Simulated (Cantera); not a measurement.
# Diamond growth

A diamond (100) surface in a fixed gas of H2 with x(CH4) = 0.024, x(H) = 0.013, x(CH3) = 0.00068, 4000 Pa; coverages are run to steady state.

Model: the Harris–Goodwin 1993 mechanism for the reconstructed diamond (100) surface, integrated in Cantera.

| T (K) | growth (µm/h) | θ c6HH | θ c6H* | θ c6*H | θ c6** | θ c6HM |
|---|---|---|---|---|---|---|
| 925 | 9.36 | 0.636 | 0.0117 | 0.299 | 0.00515 | 0.0374 |
| 975 | 12.2 | 0.595 | 0.0156 | 0.341 | 0.00773 | 0.0301 |
| 1025 | 15.0 | 0.555 | 0.0200 | 0.380 | 0.0111 | 0.0240 |
| 1075 | 17.3 | 0.518 | 0.0248 | 0.415 | 0.0153 | 0.0186 |
| 1125 | 17.9 | 0.483 | 0.0299 | 0.446 | 0.0204 | 0.0132 |
| 1175 | 15.8 | 0.450 | 0.0354 | 0.474 | 0.0265 | 0.00805 |
| 1225 | 12.1 | 0.420 | 0.0409 | 0.498 | 0.0334 | 0.00411 |
| 1275 | 8.99 | 0.392 | 0.0465 | 0.517 | 0.0411 | 0.00184 |
| 1325 | 7.46 | 0.365 | 0.0519 | 0.531 | 0.0495 | 0.000776 |
| 1375 | 7.04 | 0.341 | 0.0571 | 0.542 | 0.0584 | 0.000321 |
θ: site fractions in the mechanism's names (c6HH fully hydrogenated, c6H* and c6*H radical sites, c6** diradical, c6HM methylated).
